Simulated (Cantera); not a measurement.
Reactions in the system O-Pb-S

Cantera with NASA thermochemical tables; ideal gases at 1 bar, condensed phases pure. Values are per mole of reaction as written; species without (g) are pure solids or liquids, kept so even where they would boil at 1 bar.

2 SO₂(g) + 4 PbS ⇌ 4 PbO + 3 S₂(g)

| T (K) | ΔH° (kJ) | ΔS° (J/K) | ΔG° (kJ) | log10 K | condensed phases |
|---|---|---|---|---|---|
| 300 | 494.5 | 88.5 | 468.0 | -81.48 | PbS(s), PbO(red) |
| 425 | 495.9 | 92.1 | 456.7 | -56.14 | PbS(s), PbO(red) |
| 525 | 497.8 | 96.1 | 447.3 | -44.51 | PbS(s), PbO(red) |
| 625 | 499.9 | 99.7 | 437.5 | -36.57 | PbS(s), PbO(red) |
| 725 | 501.9 | 102.7 | 427.4 | -30.79 | PbS(s), PbO(red) |
| 825 | 503.7 | 105.1 | 417.0 | -26.40 | PbS(s), PbO(yellow) |
| 925 | 504.5 | 106.0 | 406.5 | -22.95 | PbS(s), PbO(yellow) |
| 1025 | 505.3 | 106.9 | 395.8 | -20.17 | PbS(s), PbO(yellow) |
| 1125 | 506.4 | 107.8 | 385.1 | -17.88 | PbS(s), PbO(yellow) |
| 1225 | 610.8 | 197.9 | 368.4 | -15.71 | PbS(s), PbO(l) |

2 PbO + 2 SO₂(g) ⇌ 3 O₂(g) + 2 PbS

| T (K) | ΔH° (kJ) | ΔS° (J/K) | ΔG° (kJ) | log10 K | condensed phases |
|---|---|---|---|---|---|
| 300 | 835.9 | 169.2 | 785.1 | -136.70 | PbO(red), PbS(s) |
| 425 | 836.8 | 172.0 | 763.7 | -93.86 | PbO(red), PbS(s) |
| 525 | 836.6 | 171.5 | 746.5 | -74.28 | PbO(red), PbS(s) |
| 625 | 835.9 | 170.3 | 729.4 | -60.96 | PbO(red), PbS(s) |
| 725 | 835.0 | 169.0 | 712.5 | -51.33 | PbO(red), PbS(s) |
| 825 | 834.0 | 167.6 | 695.7 | -44.05 | PbO(yellow), PbS(s) |
| 925 | 833.4 | 166.9 | 678.9 | -38.34 | PbO(yellow), PbS(s) |
| 1025 | 832.6 | 166.2 | 662.3 | -33.75 | PbO(yellow), PbS(s) |
| 1125 | 831.8 | 165.4 | 645.7 | -29.98 | PbO(yellow), PbS(s) |
| 1225 | 779.3 | 120.1 | 632.1 | -26.95 | PbO(l), PbS(s) |
